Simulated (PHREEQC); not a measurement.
Dissolve 0.025 mol MgCl2, 0.0026 mol CO2 and 0.00026 mol NaCl per kg of water at 40 °C. Closed to the air; pH follows from the charge balance.

Model: ion-association model, wateq4f.dat, run in PHREEQC.

```json
[
 {"quantity": "pH", "before": "4.41", "after": "4.95"},
 {"quantity": "SI of Halite (NaCl)", "before": "-6.71", "after": "-8.58"}
]
```

### Question
What was changed between the two runs?
A. NaCl from 0.00026 to 0.0026 mol/kgw
B. CO2 left out
C. MgCl2 left out
D. diluted 10-fold with water
E. temperature from 40 to 15 °C

### Answer
D, diluted 10-fold with water

Precipitation was switched off in this run. At this temperature some constants are extrapolated from 25 °C, and those without enthalpy data are left unchanged.
